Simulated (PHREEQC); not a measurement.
0.046 g of hydrous ferric oxide (600 m²/g; 0.2 weak and 0.005 strong sites per Fe, Dzombak-Morel constants, diffuse double layer) in 1 kg of water with 0.1 mol/kgw of an inert sodium salt and 0.1 mmol/kgw Na2SeO4, 0.096 mmol/kgw H3BO3 and 0.0073 mmol/kgw NaH2PO4, at 25 °C; the pH is set by adding NaOH or the inert anion's acid. Oxygen is held at 0.21 atm. CO2 from the air is kept out. Precipitation was switched off in this run.

Equilibrium calculation in PHREEQC: ion-association model, wateq4f.dat.

Question: Predict Se sorbed (%), P sorbed (%) at pH = 3, 3.38, 4.88, 9.

Answer: 
```tsv
pH	Se sorbed (%)	P sorbed (%)
3	26.5	99.1
3.38	26.2	99.2
4.88	18.6	99.8
9	0.0	20.2
```

H3PO4, which wateq4f.dat lacks, is added to it with the constant of phreeqc.dat. The oxide is taken as insoluble; below pH 4 it would dissolve.
